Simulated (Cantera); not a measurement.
An adiabatic, constant-volume homogeneous reactor starts with H₂ : O₂ : N₂ : NO = 1 : 0.704 : 2.65 : 0.012 (molar parts), at 1775 K and 548 Torr. Integrator tolerance rtol = 1e-08.

Model: GRI-Mech 3.0 (53 species, 325 reactions), integrated in Cantera.

Q: What does this change do: initial temperature 1775 to 1173 K?

A: 
```tsv
quantity	before	after
time of steepest temperature rise	8.36 µs	69.0 µs
temperature at 4.00 s	2910 K	2753 K
equilibrium temperature	2910 K	2753 K
x(H₂) at 4.00 s	0.0283 (gas-phase equilibrium 0.0283)	0.0153 (gas-phase equilibrium 0.0153)
x(O₂) at 4.00 s	0.0438 (gas-phase equilibrium 0.0438)	0.0446 (gas-phase equilibrium 0.0446)
x(NO) at 4.00 s	0.0177 (gas-phase equilibrium 0.0177)	0.0146 (gas-phase equilibrium 0.0146)
x(NO₂) at 4.00 s	5.25e-6 (gas-phase equilibrium 5.25e-6)	5.86e-6 (gas-phase equilibrium 5.86e-6)
x(O) at 4.00 s	0.0164 (gas-phase equilibrium 0.0164)	0.00768 (gas-phase equilibrium 0.00768)
x(HO₂) at 4.00 s	1.56e-5 (gas-phase equilibrium 1.56e-5)	1.35e-5 (gas-phase equilibrium 1.35e-5)
```
The mechanism lacks 2 NO + O2 → 2 NO2 and HONO, so NO2 and the effect of NO are under-described below about 1400 K.

Q: What does this change do: 0.4 parts CO2 added?

A: 
| quantity | before | after |
|---|---|---|
| time of steepest temperature rise | 8.36 µs | 9.04 µs |
| temperature at 4.00 s | 2910 K | 2752 K |
| equilibrium temperature | 2910 K | 2752 K |
| x(H₂) at 4.00 s | 0.0283 (gas-phase equilibrium 0.0283) | 0.0148 (gas-phase equilibrium 0.0148) |
| x(O₂) at 4.00 s | 0.0438 (gas-phase equilibrium 0.0438) | 0.0525 (gas-phase equilibrium 0.0525) |
| x(NO) at 4.00 s | 0.0177 (gas-phase equilibrium 0.0177) | 0.0149 (gas-phase equilibrium 0.0149) |
| x(NO₂) at 4.00 s | 5.25e-6 (gas-phase equilibrium 5.25e-6) | 5.36e-6 (gas-phase equilibrium 5.36e-6) |
| x(O) at 4.00 s | 0.0164 (gas-phase equilibrium 0.0164) | 0.0100 (gas-phase equilibrium 0.0100) |
| x(HO₂) at 4.00 s | 1.56e-5 (gas-phase equilibrium 1.56e-5) | 1.29e-5 (gas-phase equilibrium 1.29e-5) |

Q: What does this change do: initial temperature 1775 to 1150 K?

A: 
```csv
quantity,before,after
time of steepest temperature rise,8.36 µs,78.5 µs
temperature at 4.00 s,2910 K,2746 K
equilibrium temperature,2910 K,2746 K
x(H₂) at 4.00 s,0.0283 (gas-phase equilibrium 0.0283),0.0148 (gas-phase equilibrium 0.0148)
x(O₂) at 4.00 s,0.0438 (gas-phase equilibrium 0.0438),0.0446 (gas-phase equilibrium 0.0446)
x(NO) at 4.00 s,0.0177 (gas-phase equilibrium 0.0177),0.0145 (gas-phase equilibrium 0.0145)
x(NO₂) at 4.00 s,5.25e-6 (gas-phase equilibrium 5.25e-6),5.89e-6 (gas-phase equilibrium 5.89e-6)
x(O) at 4.00 s,0.0164 (gas-phase equilibrium 0.0164),0.00740 (gas-phase equilibrium 0.00740)
x(HO₂) at 4.00 s,1.56e-5 (gas-phase equilibrium 1.56e-5),1.34e-5 (gas-phase equilibrium 1.34e-5)
```
The mechanism lacks 2 NO + O2 → 2 NO2 and HONO, so NO2 and the effect of NO are under-described below about 1400 K.
